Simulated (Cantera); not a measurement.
Chlorosilane synthesis and conversion: Si + HCl + H2

A closed system holds: 1 mol Si, 1.7 mol HCl, 2 mol H2, at 2.00 bar.

Method: chemical equilibrium by Gibbs-energy minimisation in Cantera with the NASA 1993 tables (ideal gas, pure condensed phases). Candidate condensed phases: Si; 19 gas species. The tables' values for SiCl3 are old estimates; treat these amounts as uncertain. Kinetics and transport are ignored.

```csv
T (K),x H2,x SiCl4,x SiHCl3,x HCl,n Si(s)
600,0.850,0.0816,0.0656,2.91e-5,0.518
700,0.850,0.0831,0.0631,0.000229,0.519
800,0.850,0.0843,0.0608,0.00107,0.521
900,0.849,0.0849,0.0585,0.00350,0.524
1000,0.845,0.0845,0.0561,0.00897,0.529
1100,0.838,0.0822,0.0531,0.0191,0.537
1200,0.826,0.0767,0.0487,0.0353,0.547
```
x: gas mole fraction; n: condensed amount in mol.

From 600 K to 1200 K the condensed part is Si(s). The main Si-bearing gas is SiCl4 throughout. The share of Si in condensed phases is highest at 1200 K (54.7 %) and lowest at 600 K (51.8 %).
